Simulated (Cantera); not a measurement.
**Reactions in the system C-O-Ta**

Cantera with NASA thermochemical tables; ideal gases at 1 bar, condensed phases pure. Values are per mole of reaction as written; species without (g) are pure solids or liquids, kept so even where they would boil at 1 bar. TaC: taken at fixed stoichiometry.

CO₂(g) + Ta ⇌ TaC + O₂(g)

```json
[
 {"T (K)": "950", "ΔH° (kJ)": "252.2", "ΔS° (J/K)": "-2.8", "ΔG° (kJ)": "254.8", "log10 K": "-14.01"},
 {"T (K)": "975", "ΔH° (kJ)": "252.2", "ΔS° (J/K)": "-2.7", "ΔG° (kJ)": "254.9", "log10 K": "-13.65"},
 {"T (K)": "1000", "ΔH° (kJ)": "252.3", "ΔS° (J/K)": "-2.6", "ΔG° (kJ)": "255.0", "log10 K": "-13.32"},
 {"T (K)": "1025", "ΔH° (kJ)": "252.4", "ΔS° (J/K)": "-2.5", "ΔG° (kJ)": "255.0", "log10 K": "-13.00"},
 {"T (K)": "1050", "ΔH° (kJ)": "252.5", "ΔS° (J/K)": "-2.4", "ΔG° (kJ)": "255.1", "log10 K": "-12.69"},
 {"T (K)": "1075", "ΔH° (kJ)": "252.6", "ΔS° (J/K)": "-2.3", "ΔG° (kJ)": "255.1", "log10 K": "-12.40"}
]
```

TaO₂(g) + 2 C ⇌ 2 CO(g) + Ta

| T (K) | ΔH° (kJ) | ΔS° (J/K) | ΔG° (kJ) | log10 K |
|---|---|---|---|---|
| 950 | -17.8 | 152.3 | -162.5 | 8.94 |
| 975 | -17.9 | 152.2 | -166.3 | 8.91 |
| 1000 | -18.1 | 152.1 | -170.1 | 8.89 |
| 1025 | -18.2 | 152.0 | -173.9 | 8.86 |
| 1050 | -18.3 | 151.9 | -177.7 | 8.84 |
| 1075 | -18.4 | 151.7 | -181.5 | 8.82 |
